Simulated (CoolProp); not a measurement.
Vapour-liquid equilibrium of dimethyl ether (1) + isobutane (2) at 0.348 MPa; x and y are mole fractions of (1).

Computed with CoolProp (multi-fluid Helmholtz-energy mixture model, Wu 2011 and Bücker 2006; pair parameters Bell 2016).

| x | bubble temperature, mixture model (°C) | bubble temperature, Raoult's law (°C) | y, mixture model | y, Raoult's law |
|---|---|---|---|---|
| 0.05 | 22.2 | 23.6 | 0.110 | 0.081 |
| 0.125 | 19.1 | 22.0 | 0.242 | 0.194 |
| 0.2 | 16.6 | 20.4 | 0.346 | 0.296 |
| 0.275 | 14.7 | 18.9 | 0.431 | 0.390 |
| 0.35 | 13.1 | 17.6 | 0.502 | 0.476 |
| 0.425 | 11.8 | 16.2 | 0.564 | 0.555 |
| 0.5 | 10.8 | 15.0 | 0.620 | 0.628 |
| 0.575 | 9.9 | 13.8 | 0.672 | 0.696 |
| 0.65 | 9.2 | 12.6 | 0.723 | 0.758 |
| 0.725 | 8.6 | 11.5 | 0.774 | 0.817 |
| 0.8 | 8.2 | 10.5 | 0.827 | 0.871 |
| 0.875 | 7.9 | 9.5 | 0.885 | 0.922 |
| 0.95 | 7.8 | 8.5 | 0.950 | 0.970 |

The largest gap from Raoult's law is -4.5 K in bubble temperature, at x = 0.35. No azeotrope shows between x = 0.05 and 0.95.

Pair parameters are fitted to limited data, so mixtures are less certain than the pure fluids.
